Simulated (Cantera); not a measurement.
A perfectly stirred reactor is fed with N2O : O2 = 1 : 0.48 (molar parts), at 44000 Pa; it is held at 1450 K, and followed from long to short residence time.

Detailed kinetics in Cantera: GRI-Mech 3.0 (53 species, 325 reactions). GRI-Mech 3.0 was tuned for natural gas; its chemistry of N2O as a main component is partial and can be far from experiment. The temperature is held fixed by assumption; the heat of reaction is taken as removed at once.

Problem. What does this change do: temperature 1450 to 1400 K?

Solution. 
```csv
quantity,before,after
x(N2O) at τ = 12.0 s,0.00525,0.00980
x(O2) at τ = 12.0 s,0.475,0.473
x(N2) at τ = 12.0 s,0.482,0.478
x(NO2) at τ = 12.0 s,0.000157,0.000168
x(NO) at τ = 12.0 s,0.0378,0.0392
x(N2O) at τ = 0.110 s,0.241,0.347
x(O2) at τ = 0.110 s,0.401,0.384
x(N2) at τ = 0.110 s,0.291,0.223
x(NO2) at τ = 0.110 s,0.000221,0.000163
x(NO) at τ = 0.110 s,0.0664,0.0459
```

Problem. What does this change do: temperature 1450 to 1350 K?

Solution. 
```
quantity                 before     after
---------------------  --------  --------
x(N2O) at τ = 12.0 s    0.00525    0.0188
x(O2) at τ = 12.0 s       0.475     0.470
x(N2) at τ = 12.0 s       0.482     0.471
x(NO2) at τ = 12.0 s   0.000157  0.000179
x(NO) at τ = 12.0 s      0.0378    0.0404
x(N2O) at τ = 0.110 s     0.241     0.459
x(O2) at τ = 0.110 s      0.401     0.365
x(N2) at τ = 0.110 s      0.291     0.148
x(NO2) at τ = 0.110 s  0.000221  0.000102
x(NO) at τ = 0.110 s     0.0664    0.0270
```
The mechanism lacks the step 2 NO + O2 → 2 NO2, which can matter for NO2 below about 1400 K.
